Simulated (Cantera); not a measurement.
An adiabatic, constant-pressure homogeneous reactor starts with 4.55 % CH4, 0.773 % CO, 10.6 % O2, 84.1 % N2, equivalence ratio 0.90, at 1698 K and 9.87 atm.

Computed with Cantera and GRI-Mech 3.0 (53 species, 325 reactions).

x: mole fraction; the columns are a selection and need not sum to one.

```csv
t (s),T (K),x CH4,x CO,x O2,x H2,x C2H6
4.00e-6,1698,0.0454,0.00773,0.105,9.19e-6,[?]
1.08e-5,1698,0.0452,0.00773,0.105,4.46e-5,[?]
2.92e-5,1704,0.0433,0.00792,0.104,0.000477,[?]
7.87e-5,2525,<1e-12,0.0132,0.0168,0.00390,<1e-12
0.000213,2598,<1e-12,0.00754,0.0136,0.00220,<1e-12
0.000574,2595,<1e-12,0.00757,0.0131,0.00221,<1e-12
0.00155,2591,<1e-12,0.00766,0.0122,0.00225,<1e-12
0.00418,2586,<1e-12,0.00775,0.0113,0.00228,<1e-12
0.0113,2585,<1e-12,0.00778,0.0111,0.00229,<1e-12
0.0305,2585,<1e-12,0.00778,0.0111,0.00229,<1e-12
0.0823,2585,<1e-12,0.00778,0.0111,0.00229,<1e-12
0.222,2585,<1e-12,0.00778,0.0111,0.00229,<1e-12
0.600,2585,<1e-12,0.00778,0.0111,0.00229,<1e-12
```

### Question
Some entries are withheld; supply them.

### Answer

- 4.00e-6, x C2H6: 5.75e-7
- 1.08e-5, x C2H6: 1.67e-5
- 2.92e-5, x C2H6: 0.000314
